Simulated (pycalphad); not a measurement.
Invariant reactions of Al-Ce

Computed with pycalphad from the COST 507 light-alloy database (1999), at 1 atm. These are 1990s assessments: newer ones move some temperatures and phases.

```json
[
 {"type": "peritectoid", "reaction on cooling": "AL11_CEND3H + AL2_CEND → AL3_CEND", "T (K)": "1408.0", "Ce in phase 1 (wt.%)": "58.6", "Ce in phase 2 (wt.%)": "63.4", "Ce in phase 3 (wt.%)": "72.2"},
 {"type": "peritectic", "reaction on cooling": "AL2_CEND + LIQUID → AL_CEND", "T (K)": "1115.2", "Ce in phase 1 (wt.%)": "72.2", "Ce in phase 2 (wt.%)": "83.9", "Ce in phase 3 (wt.%)": "90.1"},
 {"type": "peritectic", "reaction on cooling": "LIQUID + BCC_A2 → FCC_A1", "T (K)": "1000.0", "Ce in phase 1 (wt.%)": "99.13", "Ce in phase 2 (wt.%)": ">99.99", "Ce in phase 3 (wt.%)": ">99.99"},
 {"type": "eutectic", "reaction on cooling": "LIQUID → AL_CEND + AL_CEND3H", "T (K)": "941.1", "Ce in phase 1 (wt.%)": "83.9", "Ce in phase 2 (wt.%)": "92.7", "Ce in phase 3 (wt.%)": "94.0"},
 {"type": "eutectic", "reaction on cooling": "LIQUID → FCC_A1 + AL11_CEND3L", "T (K)": "897.0", "Ce in phase 1 (wt.%)": "<0.01", "Ce in phase 2 (wt.%)": "14.1", "Ce in phase 3 (wt.%)": "58.6"},
 {"type": "eutectic", "reaction on cooling": "LIQUID → AL_CEND3H + FCC_A1", "T (K)": "857.5", "Ce in phase 1 (wt.%)": "94.0", "Ce in phase 2 (wt.%)": "96.8", "Ce in phase 3 (wt.%)": ">99.99"}
]
```

Phases 1 to 3 are ordered by rising Ce content. The map covers 500 K to 1750 K; reactions that its mapper missed or could not classify are not listed.

Database names, with the compositions (at.%) that they take in these runs: AL2_CEND: Al 67 Ce 33; AL11_CEND3H: Al 79 Ce 21; AL3_CEND: Al 75 Ce 25; AL11_CEND3L: Al 79 Ce 21; AL_CEND: Al 50 Ce 50; AL_CEND3H: Ce 75 Al 25. FCC_A1 is fcc; BCC_A2 is bcc.
